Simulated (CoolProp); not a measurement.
n-perfluorohexane along the isotherm 158.25 °C: Z from the reference equation and from simpler models built on Tc = 174.9 °C, pc = 1.742 MPa, ω = 0.497; each cubic takes its own stable root.

Computed with CoolProp (reference Helmholtz-energy equation of state, Gao 2022).

```json
[
 {"p (MPa)": "0.218", "phase": "gas", "reference": "0.9478"},
 {"p (MPa)": "0.435", "phase": "gas", "reference": "0.8910"},
 {"p (MPa)": "0.653", "phase": "gas", "reference": "0.8271"},
 {"p (MPa)": "0.871", "phase": "gas", "reference": "0.7530"},
 {"p (MPa)": "1.09", "phase": "gas", "reference": "0.6604"},
 {"p (MPa)": "1.31", "phase": "liquid", "reference": "0.1140"},
 {"p (MPa)": "1.52", "phase": "liquid", "reference": "0.1293"},
 {"p (MPa)": "1.74", "phase": "liquid", "reference": "0.1454"},
 {"p (MPa)": "1.96", "phase": "liquid", "reference": "0.1615"},
 {"p (MPa)": "2.18", "phase": "liquid", "reference": "0.1775"},
 {"p (MPa)": "2.39", "phase": "liquid", "reference": "0.1926"},
 {"p (MPa)": "2.61", "phase": "liquid", "reference": "0.2084"}
]
```

### Question
How far does each simpler model (van der Waals, Redlich-Kwong, Soave-Redlich-Kwong, Peng-Robinson) lie from the reference over these 12 states: mean and median of the absolute difference, and the worst?

### Answer
- van der Waals: mean 76.6 %, median 63.2 %, worst +470.6 % at 158.25 °C and 1.31 MPa
- Redlich-Kwong: mean 53.0 %, median 29.0 %, worst +422.1 % at 158.25 °C and 1.31 MPa
- Soave-Redlich-Kwong: mean 16.5 %, median 24.0 %, worst +33.2 % at 158.25 °C and 1.31 MPa
- Peng-Robinson: mean 8.2 %, median 10.7 %, worst +18.3 % at 158.25 °C and 1.31 MPa

At some of these states van der Waals, Redlich-Kwong gives the other phase, because its saturation line lies elsewhere.
